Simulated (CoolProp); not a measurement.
A single-stage vapour-compression cycle with dimethyl ether: evaporating at 215.15 K (dew point), condensing at 249.15 K (bubble point), superheat 2 K, subcooling 8 K, compressor efficiency 0.6, no pressure losses. Each further row changes one setting.

Model: reference Helmholtz-energy equation of state, Wu 2011, in CoolProp.

```json
[
 {"case": "as stated", "cooling COP": "3.51", "pressure ratio": "5.71", "discharge temperature (K)": "313.1", "refrigerating effect (kJ/kg)": "447", "volumetric capacity (kJ/m³)": "212"},
 {"case": "evaporating temperature 220.15 K", "cooling COP": "(withheld)", "pressure ratio": "(withheld)", "discharge temperature (K)": "302.3", "refrigerating effect (kJ/kg)": "452", "volumetric capacity (kJ/m³)": "(withheld)"},
 {"case": "condensing temperature 244.15 K", "cooling COP": "4.18", "pressure ratio": "(withheld)", "discharge temperature (K)": "(withheld)", "refrigerating effect (kJ/kg)": "458", "volumetric capacity (kJ/m³)": "217"},
 {"case": "subcooling 13 K", "cooling COP": "3.60", "pressure ratio": "5.71", "discharge temperature (K)": "313.1", "refrigerating effect (kJ/kg)": "458", "volumetric capacity (kJ/m³)": "217"},
 {"case": "superheat 12 K", "cooling COP": "3.45", "pressure ratio": "5.71", "discharge temperature (K)": "325.2", "refrigerating effect (kJ/kg)": "459", "volumetric capacity (kJ/m³)": "208"},
 {"case": "compressor efficiency 0.5", "cooling COP": "(withheld)", "pressure ratio": "5.71", "discharge temperature (K)": "329.9", "refrigerating effect (kJ/kg)": "447", "volumetric capacity (kJ/m³)": "212"}
]
```

Q: Some entries are withheld; supply them.

A: 
- evaporating temperature 220.15 K, cooling COP: 4.29
- evaporating temperature 220.15 K, pressure ratio: 4.25
- evaporating temperature 220.15 K, volumetric capacity (kJ/m³): 282
- condensing temperature 244.15 K, pressure ratio: 4.58
- condensing temperature 244.15 K, discharge temperature (K): 300.7
- compressor efficiency 0.5, cooling COP: 2.92
